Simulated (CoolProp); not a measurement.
Vapour-liquid equilibrium of C3F8 (R218) (1) + c-C4F8 (RC318) (2) at 1.75 °C; x and y are mole fractions of (1).

Model: multi-fluid Helmholtz-energy mixture model, Lemmon 2006 and Platzer 1990; pair parameters Bell 2016, in CoolProp. This equation is an older, rougher fit; its heat capacities, sound speeds and derivatives of the liquid may be far off and weren't checked against measurements.

```tsv
x	bubble pressure (kPa)	y at the bubble point	dew pressure at overall composition x (kPa)	liquid density (mol/L)
0.05	142.2	0.078	140.6	7.949
0.125	151.1	0.206	145.1	7.965
0.2	163.4	0.337	150.6	7.976
0.275	179.2	0.461	157.1	7.982
0.35	198.3	0.573	164.8	7.981
0.425	220.4	0.668	174.1	7.976
0.5	245.1	0.747	185.2	7.964
0.575	271.8	0.811	198.8	7.945
0.65	300.0	0.863	215.7	7.920
0.725	329.1	0.904	237.5	7.888
0.8	358.8	0.938	266.6	7.847
0.875	388.7	0.965	307.8	7.798
0.95	418.6	0.987	371.6	7.738
```

No azeotrope shows between x = 0.05 and 0.95.

The pair parameters rest on a limited set of measurements; away from them the model extrapolates.
